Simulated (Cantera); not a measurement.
**Premixed flame**

A freely propagating, adiabatic, planar premixed flame of H2 : O2 : N2 = 1 : 0.641 : 2.41 (molar parts), equivalence ratio 0.78, unburnt at 648 K and 10.0 bar; mixture-averaged transport, grid criteria slope 0.08 and curve 0.16, no radiation.

Cantera simulation using the H2/O2 subset of GRI-Mech 3.0, which has no nitrogen chemistry; the numbers are that mechanism's predictions, not measurements. The hydrogen kinetics of GRI-Mech 3.0 are dated; newer H2 mechanisms differ, most at raised pressure. Burning velocities carry a grid error of a few per cent, more on coarse grids.

| z (mm) | T (K) | u (m/s) | x H2 | x O2 | x H2O2 | x H | x O | x OH |
|---|---|---|---|---|---|---|---|---|
| -0.0792 | 648 | 4.46 | 0.247 | 0.158 | <1e-8 | <1e-8 | <1e-8 | <1e-8 |
| -0.0528 | 648 | 4.46 | 0.246 | 0.158 | 1.62e-8 | <1e-8 | <1e-8 | <1e-8 |
| -0.0396 | 649 | 4.45 | 0.244 | 0.159 | 1.06e-7 | <1e-8 | <1e-8 | <1e-8 |
| -0.0264 | 655 | 4.45 | 0.236 | 0.160 | 1.89e-6 | <1e-8 | 1.48e-7 | 1.13e-8 |
| -0.0132 | 760 | 4.96 | 0.198 | 0.163 | 7.29e-5 | 4.86e-5 | 1.81e-5 | 5.25e-5 |
| -0.00660 | 1068 | 6.76 | 0.149 | 0.151 | 0.000161 | 0.00146 | 0.000396 | 0.000909 |
| 0 | 1487 | 9.23 | 0.0889 | 0.116 | 3.13e-5 | 0.00684 | 0.00252 | 0.00355 |
| 0.00660 | 1789 | 11.0 | 0.0455 | 0.0793 | 6.02e-6 | 0.0108 | 0.00511 | 0.00837 |
| 0.0132 | 1964 | 12.1 | 0.0256 | 0.0599 | 4.10e-6 | 0.0101 | 0.00608 | 0.0123 |
| 0.0264 | 2137 | 13.1 | 0.0141 | 0.0483 | 2.72e-6 | 0.00611 | 0.00509 | 0.0144 |
| 0.0528 | 2268 | 13.8 | 0.00794 | 0.0444 | 1.82e-6 | 0.00245 | 0.00285 | 0.0126 |
| 0.106 | 2344 | 14.2 | 0.00385 | 0.0430 | 1.26e-6 | 0.000773 | 0.00134 | 0.00935 |
| 0.211 | 2377 | 14.3 | 0.00195 | 0.0427 | 1.02e-6 | 0.000283 | 0.000705 | 0.00706 |
x: mole fraction of selected species; z is measured from the peak of heat release.

| Quantity | Result |
|---|---|
| laminar burning velocity | 446 cm/s |
| thermal thickness | 0.0264 mm |
| peak x(H2O2) | 0.000163 |
| peak x(H) | 0.0110 |
| peak x(O) | 0.00610 |
| peak x(OH) | 0.0144 |
